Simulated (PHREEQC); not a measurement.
A column of 1 m (40 cells, dispersivity 0.08 m, 720 s a shift, diffusion coefficient 3e-10 m²/s) holds 0.016 eq of the database's cation exchanger X per kg of pore water, first in equilibrium with 25 mmol/kgw KCl, 0.62 mmol/kgw CuCl2 and 0.01 mmol/kgw HCl. It is flushed with 0.028 mol/kgw LiCl and 1e-05 mol/kgw HCl, at 40 °C. Values are for the last cell. No CO2 enters from the air. No solid was allowed to form.

Base run: PHREEQC, ion-association model, phreeqc.dat. Each further column changes one thing. The table gives Li in solution (mol/kgw).

```
pore volumes     base  exchange capacity from 0.016 to 0.008 eq/kgw  dispersivity from 0.08 to 0.16 m
------------  -------  --------------------------------------------  --------------------------------
0                   0                                             0                                 0
0.6375        0.00254                                       0.00333                           0.00506
1.387          0.0173                                        0.0199                            0.0178
2.013          0.0226                                        0.0247                            0.0223
2.638          0.0249                                        0.0265                            0.0245
3.388          0.0262                                        0.0274                            0.0259
4.013          0.0269                                        0.0277                            0.0265
```

Away from 25 °C the constants follow the database's enthalpies or fits; those with neither stay at their 25 °C values.
